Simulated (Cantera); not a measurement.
# Carbon deposition, reforming and gasification: C2H5OH + O2 + CO2

Charge: 1 mol C2H5OH, 0.32 mol O2, 0.73 mol CO2, at 680 Pa.

These are equilibrium values from Cantera (NASA tables, ideal gas, pure condensed phases), not measurements of a reactor. Candidate condensed phases: C, C6H6, C7H8, C8H18, H2O; 131 gas species. Ions and electrons are included (thermal ionisation). The numbers say what is thermodynamically allowed, not how fast it happens.

```
T (°C)    x H   x CO     x O      x H2       x C      x OH    x H2O     x CO2
------  -----  -----  ------  --------  --------  --------  -------  --------
2727    0.547  0.328  0.0309    0.0815   3.53e-9   0.00752  0.00338   0.00183
3227    0.648  0.303  0.0400   0.00819   1.35e-6  0.000867  2.38e-5  0.000106
3727    0.658  0.300  0.0407   0.00116  0.000148  0.000128  3.84e-7   1.12e-5
4227    0.656  0.293  0.0456  0.000244   0.00516   3.11e-5  1.65e-8   2.12e-6
4727    0.630  0.242  0.0836   6.52e-5    0.0446   1.61e-5  2.07e-9   7.95e-7
```
x: gas mole fraction; nothing condenses.

From 2727 °C to 4727 °C nothing is condensed. The main C-bearing gas is CO throughout.
